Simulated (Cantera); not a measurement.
Charge: 1 mol SiC, 0.48 mol C, 0.031 mol H₂, at 2698.15 K.

Method: chemical equilibrium by Gibbs-energy minimisation in Cantera with the NASA 1993 tables (ideal gas, pure condensed phases). Candidate condensed phases: C, C₆H₆, C₇H₈, C₈H₁₈, Si, SiC; 87 gas species. Gases not in the tables: Si₂H₆ and higher silanes. Kinetics and transport are ignored.

Task: What share of the Si ends up in condensed phases as a function of P (Pa), at 1, 10, 100, 1000, 10000, 100000, 1000000?

Result: 
| P (Pa) | Si condensed (%) | as |
|---|---|---|
| 1 | 0.0 | - |
| 10 | 0.0 | - |
| 100 | 0.0 | - |
| 1000 | 0.0 | - |
| 10000 | 99.5 | SiC(s) |
| 100000 | 100.0 | SiC(s) |
| 1000000 | 100.0 | SiC(s) |
